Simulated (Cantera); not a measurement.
Cantera with NASA thermochemical tables; ideal gases at 1 bar, condensed phases pure. Values are per mole of reaction as written; species without (g) are pure solids or liquids, kept so even where they would boil at 1 bar.

Problem. Between 300 and 2323 K, where is each reaction favourable under standard conditions?
- S₂(g) + 2 Pb(g) = 2 PbS(g)

Solution. 
- S₂(g) + 2 Pb(g) = 2 PbS(g): ΔG° is -232 kJ at 300 K and -67 kJ at 2323 K; it stays negative (K > 1). ΔH° is -270 kJ and ΔS° -88 J/K at 2323 K.
